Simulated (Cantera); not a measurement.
Mixture: CH3OH : O2 : N2 = 1 : 2.73 : 10.3 (molar parts), equivalence ratio 0.55, at 81000 Pa, adiabatic and at constant pressure. Ignition delay is the time to a rise of 400 K.

Model: GRI-Mech 3.0 (53 species, 325 reactions), integrated in Cantera. GRI-Mech 3.0 was tuned for natural gas; its chemistry of methanol as a main component is partial and can be far from experiment.

What does this change do: 0.7 parts CO2 added?


| quantity | before | after |
|---|---|---|
| delay at 1275 K | 4.26 ms | 4.26 ms |
| delay at 1375 K | 1.20 ms | 1.21 ms |
| delay at 1475 K | 0.430 ms | 0.436 ms |
| delay at 1575 K | 0.185 ms | 0.189 ms |
| delay at 1675 K | 90.8 µs | 94.1 µs |
| delay at 1775 K | 49.3 µs | 59.6 µs |
| apparent activation energy between 1575 and 1775 K | 150 kJ/mol | 130 kJ/mol |
